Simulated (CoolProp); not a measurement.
Vapour pressure (MPa) of c-C4F8 (RC318): the reference equation beside estimates from Tc = 115.2 °C, pc = 2.778 MPa, ω = 0.355. Clausius-Clapeyron is anchored at 39.65 °C with a constant enthalpy of vaporisation of 19.46 kJ/mol.

Values from CoolProp's reference Helmholtz-energy equation of state, Platzer 1990. This equation is an older, rougher fit; its heat capacities, sound speeds and derivatives of the liquid may be far off and weren't checked against measurements.

| T (°C) | reference | Lee-Kesler | Clausius-Clapeyron | Soave-Redlich-Kwong |
|---|---|---|---|---|
| 17.65 | 0.2454 | 0.2457 | 0.2764 | 0.2458 |
| 24.95 | 0.3120 | 0.3125 | 0.3366 | 0.3130 |
| 32.35 | 0.3927 | 0.3932 | 0.4072 | 0.3946 |
| 39.65 | 0.4869 | 0.4873 | 0.4869 | 0.4899 |
| 46.95 | 0.5970 | 0.5972 | 0.5774 | 0.6017 |
| 54.35 | 0.7267 | 0.7265 | 0.6812 | 0.7336 |
| 61.65 | 0.8741 | 0.8736 | 0.7960 | 0.8837 |
| 68.95 | 1.043 | 1.042 | 0.9241 | 1.056 |
| 76.35 | 1.238 | 1.237 | 1.068 | 1.254 |
| 83.65 | 1.456 | 1.455 | 1.225 | 1.476 |
| 90.95 | 1.702 | 1.702 | 1.397 | 1.725 |
| 98.35 | 1.984 | 1.985 | 1.588 | 2.007 |

Absolute difference from the reference over all 12 rows, mean and median: Lee-Kesler 0.1 and 0.1 %, Clausius-Clapeyron 10.1 and 10.2 %, Soave-Redlich-Kwong 0.9 and 1.0 %.
